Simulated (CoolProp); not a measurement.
Model: reference Helmholtz-energy equation of state, Wagner 2002, in CoolProp.

### Question
Give the vapour pressure (kPa), enthalpy of vaporisation (kJ/kg), liquid cp (kJ/(kg K)), vapour Z of saturated water at 407.7, 415, 451.5 K.

### Answer
```
T (K)  p (kPa)  enthalpy of vaporisation (kJ/kg)  liquid cp (kJ/(kg K))  vapour Z
-----  -------  --------------------------------  ---------------------  --------
407.7      309                              2160                   4.27     0.968
415        381                              2140                   4.29     0.963
451.5      965                              2020                   4.40     0.931
```
